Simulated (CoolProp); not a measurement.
Vapour-liquid equilibrium of methanol (1) + benzene (2) at 342.3 K; x and y are mole fractions of (1).

Values from CoolProp's multi-fluid Helmholtz-energy mixture model, de Reuck 1993 and Thol 2012; pair parameters Bell 2016.

**Question.** Give the bubble pressure and the first vapour's composition at x = 0.05, 0.875, 0.95. Is there an azeotrope?

**Answer.** x = 0.05: 1.017 bar, y = 0.293; x = 0.875: 1.387 bar, y = 0.782; x = 0.95: 1.295 bar, y = 0.896. y crosses x between x = 0.575 and 0.65: the model has an azeotrope there.

The pair parameters rest on a limited set of measurements; away from them the model extrapolates. With so large a gap from Raoult's law the liquid may split in two, which this calculation doesn't test in full.
